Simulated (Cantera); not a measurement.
Feed: 1 mol toluene, 0.01 mol O₂, 13 mol H₂, 0.6 mol H₂O, equilibrated at 1100 K and 0.563 Torr.

These are equilibrium values from Cantera (NASA tables, ideal gas, pure condensed phases), not measurements of a reactor. Rates play no part.

```json
[
 {"species": "H₂", "before": "0.966", "after": "0.934"},
 {"species": "CO", "before": "0.0340", "after": "0.0323"},
 {"species": "CH₄", "before": "2.51e-5", "after": "0.0313"},
 {"species": "H₂O", "before": "2.21e-6", "after": "0.00270"},
 {"species": "CO₂", "before": "7.66e-8", "after": "9.21e-5"},
 {"species": "C(graphite), mol", "before": "6.38", "after": "5.88"}
]
```
Gas species are given as mole fractions.

Which change was made?
(A) pressure from 0.563 Torr to 750 Torr
(B) H₂O from 0.6 to 0.17 mol
(C) H₂O from 0.6 to 0.069 mol
(D) temperature from 1100 K to 1800 K

A, pressure from 0.563 Torr to 750 Torr
